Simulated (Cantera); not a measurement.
Input: 1 mol CuF2, 1.4 mol H2O, 3.8 mol N2, equilibrated at 0.100 bar.

These are equilibrium values from Cantera (NASA tables, ideal gas, pure condensed phases), not measurements of a reactor. Candidate condensed phases: Cu, CuF2, CuO, Cu(OH)2, Cu2O, H2O; 45 gas species. Kinetics and transport are ignored. All values below are at 1773 K.

Base state: N2 0.578, HF 0.278, H2O 0.0738, O2 0.0381, CuF 0.0263, Cu 0.00349, NO 0.00138, OH 0.000582 (mole fractions); condensed: Cu2O(l).

**Question.** What changes in the equilibrium state with this change: pressure from 0.100 bar to 0.0100 bar?

**Answer.** 
```tsv
species	before	after
N2	0.578	0.537
HF	0.278	0.235
H2O	0.0738	0.0797
Cu	0.00349	0.0394
CuF	0.0263	0.0476
O2	0.0381	0.0576
Cu2	5.27e-6	6.71e-5
H	6.35e-6	3.35e-5
Cu2O(l), mol	0.402	0
Cu(l), mol	0	0.383
```

**Question.** What changes in the equilibrium state with this change: H2O from 1.4 to 2.2 mol?

**Answer.** 
| species | before | after |
|---|---|---|
| N2 | 0.578 | 0.517 |
| HF | 0.278 | 0.256 |
| H2O | 0.0738 | 0.171 |
| CuF | 0.0263 | 0.0159 |
| O2 | 0.0381 | 0.0341 |
| CuF2 | 3.82e-5 | 1.36e-5 |
| H2 | 4.99e-5 | 0.000122 |
| Cu2O(l), mol | 0.402 | 0.428 |
